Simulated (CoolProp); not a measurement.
The fluid at 298.15 K and 0.14 MPa is compressed adiabatically to 0.44 MPa with isentropic efficiency 0.85. The same conditions are run with several fluids, on thermodynamics alone (safety and materials aside).

The numbers come from the reference Helmholtz-energy equation of state of each fluid (propylene: Lemmon 2013; R134a: Tillner-Roth 1994; ethylene: Smukala 2000; chlorine: Thol 2021; R410A: Lemmon 2003) in CoolProp. Blends and air are pseudo-pure fits.

Problem. Rank propylene, R134a, ethylene, chlorine, R410A by work (kJ/kg), highest first.

Solution. ethylene (131), propylene (83.0), chlorine (53.2), R410A (48.7), R134a (33.2)

| fluid | final temperature (K) | final density (kg/m³) |
|---|---|---|
| propylene | 351.9 | 6.58 |
| R134a | 340.0 | 16.8 |
| ethylene | 378.3 | 3.97 |
| chlorine | 408.9 | 9.36 |
| R410A | 357.8 | 11.1 |
